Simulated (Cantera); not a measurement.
Stirred combustor or abatement burner

A perfectly stirred reactor is fed with 10.6 % CH4, 5.07 % H2, 17.7 % O2, 66.6 % N2, at 101000 Pa; it is adiabatic with a 625 K inlet, and is followed from long to short residence time, starting on the burning branch (τ in s: 0.11, 0.043, 0.017, 0.0068, 0.0027, 0.0011, 0.00043, 0.00017, 6.7e-05, 2.7e-05).

Computed with Cantera and GRI-Mech 3.0 (53 species, 325 reactions).

```json
[
 {"τ (s)": "0.11", "T (K)": "2281", "x CH4": "9.16e-6", "x H2": "0.0531", "x O2": "0.000124", "x H": "0.00284", "x N2O": "1.58e-8", "x C2H6": "2.56e-11"},
 {"τ (s)": "0.043", "T (K)": "2273", "x CH4": "1.55e-5", "x H2": "0.0531", "x O2": "0.000204", "x H": "0.00352", "x N2O": "1.96e-8", "x C2H6": "8.57e-11"},
 {"τ (s)": "0.017", "T (K)": "2261", "x CH4": "2.44e-5", "x H2": "0.0531", "x O2": "0.000357", "x H": "0.00457", "x N2O": "2.46e-8", "x C2H6": "2.39e-10"},
 {"τ (s)": "0.0068", "T (K)": "2242", "x CH4": "3.84e-5", "x H2": "0.0532", "x O2": "0.000629", "x H": "0.00605", "x N2O": "3.01e-8", "x C2H6": "6.17e-10"},
 {"τ (s)": "0.0027", "T (K)": "2217", "x CH4": "6.46e-5", "x H2": "0.0533", "x O2": "0.00110", "x H": "0.00797", "x N2O": "3.51e-8", "x C2H6": "1.68e-9"},
 {"τ (s)": "0.0011", "T (K)": "2187", "x CH4": "0.000117", "x H2": "0.0535", "x O2": "0.00187", "x H": "0.0101", "x N2O": "3.86e-8", "x C2H6": "5.05e-9"},
 {"τ (s)": "0.00043", "T (K)": "2149", "x CH4": "0.000242", "x H2": "0.0539", "x O2": "0.00325", "x H": "0.0123", "x N2O": "4.07e-8", "x C2H6": "1.99e-8"},
 {"τ (s)": "0.00017", "T (K)": "2105", "x CH4": "0.000572", "x H2": "0.0546", "x O2": "0.00592", "x H": "0.0136", "x N2O": "4.11e-8", "x C2H6": "1.08e-7"},
 {"τ (s)": "6.7e-5", "T (K)": "2029", "x CH4": "0.00179", "x H2": "0.0565", "x O2": "0.0133", "x H": "0.0122", "x N2O": "3.48e-8", "x C2H6": "1.23e-6"},
 {"τ (s)": "2.7e-5", "T (K)": "625", "x CH4": "0.106", "x H2": "0.0507", "x O2": "0.177", "x H": "<1e-12", "x N2O": "<1e-12", "x C2H6": "<1e-12"}
]
```
x: mole fraction; the columns are a selection and need not sum to one.
